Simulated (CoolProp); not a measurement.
Saturation properties of fluoroethane (R161) (Tc = 102.1 °C, pc = 50.10 bar, ω = 0.216).

The numbers come from the reference Helmholtz-energy equation of state, Wu 2012 in CoolProp.

| T (°C) | p (bar) | liquid density (kg/m³) | enthalpy of vaporisation (kJ/kg) | liquid cp (kJ/(kg K)) | vapour Z | surface tension (mN/m) |
|---|---|---|---|---|---|---|
| -52.25 | 0.4898 | 838.2 | 440.1 | 1.929 | 0.9804 | 20.1 |
| -43.85 | 0.7518 | 826.6 | 431.5 | 1.946 | 0.9728 | 18.9 |
| -35.45 | 1.115 | 814.7 | 422.6 | 1.969 | 0.9636 | 17.7 |
| -27.05 | 1.604 | 802.4 | 413.2 | 1.998 | 0.9524 | 16.5 |
| -18.65 | 2.246 | 789.7 | 403.3 | 2.033 | 0.9392 | 15.3 |
| -10.15 | 3.081 | 776.1 | 392.7 | … | 0.9238 | 14.1 |
| -1.75 | 4.121 | 762.1 | 381.4 | … | 0.9063 | 12.9 |
| 6.65 | 5.408 | 747.2 | 369.4 | 2.167 | … | 11.8 |
| 15.05 | 6.976 | 731.3 | 356.5 | 2.222 | 0.8644 | 10.6 |
| 23.55 | 8.884 | 714.1 | 342.4 | 2.284 | 0.8394 | 9.48 |
| 31.95 | 11.13 | 695.8 | … | 2.352 | 0.8120 | 8.36 |
| 40.35 | 13.76 | … | 311.2 | 2.430 | 0.7817 | 7.26 |

Complete the blanks.


- -10.15, liquid cp (kJ/(kg K)): 2.073
- -1.75, liquid cp (kJ/(kg K)): 2.118
- 6.65, vapour Z: 0.8865
- 31.95, enthalpy of vaporisation (kJ/kg): 327.4
- 40.35, liquid density (kg/m³): 675.9

It boils at -37.6 °C under 1 atm.

Surface tension comes from a separate correlation (Mulero 2012).
